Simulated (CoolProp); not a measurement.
A Linde-Hampson liquefier for oxygen: isothermal reversible compression at 230 K from 1 atm to 15 MPa, throttling to 1 atm, return gas leaving the recuperator 0 K below the feed. Each further row changes one setting.

Values from CoolProp's reference Helmholtz-energy equation of state, Schmidt 1985.

```csv
case,liquid yield per pass,compression work (kJ/kg of gas)
as stated,0.181,283
high pressure 30 MPa,0.273,316
warm-end temperature 260 K,?,?
warm-end gap 5 K,?,283
```

Q: Complete the blanks.

A: 
- warm-end temperature 260 K, liquid yield per pass: 0.125
- warm-end temperature 260 K, compression work (kJ/kg of gas): 327
- warm-end gap 5 K, liquid yield per pass: 0.170
